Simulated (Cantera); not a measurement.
Input: 1 mol Si₃N₄, a varied amount of HF, equilibrated at 1423 K and 1.00 bar.

Method: chemical equilibrium by Gibbs-energy minimisation in Cantera with the NASA 1993 tables (ideal gas, pure condensed phases). Candidate condensed phases: Si, Si₃N₄; 37 gas species. Equilibrium is a limit: real reactors are often held back by kinetics, nucleation or transport.

Q: What share of the Si ends up in condensed phases as a function of n(HF) (mol), at 1.4, 1.7, 2, 2.4, 2.9, 3.5, 4.1, 4.9, 5.9, 7, 8.4, 10, 12?

A: 
```tsv
n(HF) (mol)	Si condensed (%)	as
1.4	88.3	Si₃N₄(s)
1.7	85.8	Si₃N₄(s)
2	83.3	Si₃N₄(s)
2.4	79.9	Si₃N₄(s)
2.9	75.7	Si₃N₄(s)
3.5	70.7	Si₃N₄(s)
4.1	65.7	Si₃N₄(s)
4.9	59.0	Si₃N₄(s)
5.9	50.6	Si₃N₄(s)
7	41.4	Si₃N₄(s)
8.4	29.7	Si₃N₄(s)
10	16.3	Si₃N₄(s)
12	0.0	-
```
